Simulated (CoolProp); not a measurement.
Values from CoolProp's reference Helmholtz-energy equation of state, Fiedler 2023.

Give the vapour pressure (MPa), vapour density (kg/m³), enthalpy of vaporisation (kJ/kg), liquid cp (kJ/(kg K)) of saturated tetrahydrofuran at 117.95 °C.


```json
[
 {"T (°C)": "117.95", "p (MPa)": "0.424", "vapour density (kg/m³)": "10.2", "enthalpy of vaporisation (kJ/kg)": "374", "liquid cp (kJ/(kg K))": "2.12"}
]
```
